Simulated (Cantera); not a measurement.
# Dilute partial oxidation

An isothermal, constant-pressure homogeneous reactor starts with 0.396 % CH3OH, 0.663 % O2, 98.9 % N2, equivalence ratio 0.90, at 900 K and 8.20 bar.

Model: GRI-Mech 3.0 (53 species, 325 reactions), integrated in Cantera. GRI-Mech 3.0 was tuned for natural gas; its chemistry of methanol as a main component is partial and can be far from experiment. Below about 1000 K GRI-Mech 3.0 lacks low-temperature oxidation paths.

| t (s) | x CH3OH | x O2 | x CH2CO | x H | x H2 | x C2H4 | x CH4 |
|---|---|---|---|---|---|---|---|
| 1.00e-6 | 0.00396 | 0.00663 | <1e-12 | <1e-12 | <1e-12 | <1e-12 | <1e-12 |
| 5.99e-6 | 0.00396 | 0.00663 | <1e-12 | <1e-12 | <1e-12 | <1e-12 | <1e-12 |
| 3.59e-5 | 0.00396 | 0.00663 | <1e-12 | <1e-12 | <1e-12 | <1e-12 | <1e-12 |
| 0.000215 | 0.00396 | 0.00663 | <1e-12 | <1e-12 | <1e-12 | <1e-12 | <1e-12 |
| 0.00129 | 0.00396 | 0.00663 | <1e-12 | <1e-12 | 3.66e-12 | <1e-12 | 1.32e-12 |
| 0.00774 | 0.00396 | 0.00663 | <1e-12 | <1e-12 | 2.29e-11 | <1e-12 | 1.19e-11 |
| 0.0464 | 0.00396 | 0.00663 | <1e-12 | <1e-12 | 1.43e-10 | <1e-12 | 7.59e-11 |
| 0.278 | 0.00396 | 0.00663 | <1e-12 | <1e-12 | 1.06e-9 | <1e-12 | 4.59e-10 |
| 1.67 | 0.00396 | 0.00663 | <1e-12 | <1e-12 | 1.85e-8 | <1e-12 | 2.72e-9 |
| 10.0 | 8.75e-8 | 0.00214 | 1.09e-12 | 7.56e-10 | 0.000440 | <1e-12 | 3.13e-9 |
x: mole fraction; the columns are a selection and need not sum to one.

Equilibrium at this temperature and pressure: CH3OH <1e-12, O2 0.000691, CH2CO <1e-12, H <1e-12, H2 <1e-12, C2H4 <1e-12, CH4 <1e-12 (gas phase only).
